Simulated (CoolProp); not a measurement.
Saturation properties of carbon monoxide (Tc = -140.3 °C, pc = 3.498 MPa, ω = 0.050).

Computed with CoolProp (reference Helmholtz-energy equation of state, Lemmon 2006). It is a short technical equation, of lower accuracy than the large ones.

```tsv
T (°C)	p (MPa)	enthalpy of vaporisation (kJ/kg)	vapour Z	surface tension (mN/m)
-196.95	…	221.9	0.9745	10.7
-193.85	0.07698	217.9	0.9661	10.0
-190.75	…	213.6	…	9.36
-187.65	0.1539	209.2	…	8.70
-184.55	0.2092	204.4	0.9310	8.05
-181.45	0.2781	199.4	0.9156	7.41
-178.35	0.3626	194.1	0.8984	6.77
-175.25	0.4645	188.4	0.8791	…
-172.15	0.5857	182.2	0.8578	5.52
-169.05	0.7284	…	0.8342	…
-165.95	0.8946	…	0.8082	4.30
-162.85	1.086	160.3	0.7796	3.71
-159.75	1.306	151.5	0.7481	3.13
```

### Question
What belongs in the gaps?

### Answer

- -196.95, p (MPa): 0.05196
- -190.75, p (MPa): 0.1104
- -190.75, vapour Z: 0.9561
- -187.65, vapour Z: 0.9444
- -175.25, surface tension (mN/m): 6.14
- -169.05, enthalpy of vaporisation (kJ/kg): 175.5
- -169.05, surface tension (mN/m): 4.91
- -165.95, enthalpy of vaporisation (kJ/kg): 168.2

It boils at -191.5 °C under 1 atm.

Surface tension comes from a separate correlation (Mulero 2012).
